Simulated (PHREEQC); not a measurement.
## Nickel, zinc or cadmium bath: speciation

Solution (20 °C): 0.23 mol ZnCl2, 9.6e-05 mol NaCl and 0.0065 mol H2SO4 per kg of water. It is in equilibrium with CO2 at log p = -2 (atm). Otherwise closed; pH follows from the charge balance.

The numbers come from PHREEQC with the ion-association model, wateq4f.dat.

This is a speciation only: nothing precipitates in the calculation.

Problem. Estimate the pH.

Solution. pH 2.02.

Problem. In which forms is Zn present?

Solution. Zn+2 78 %, ZnCl+ 16 %, ZnCl2 2.3 %, ZnSO4 1.6 %, ZnCl3- 1.2 % of the Zn.
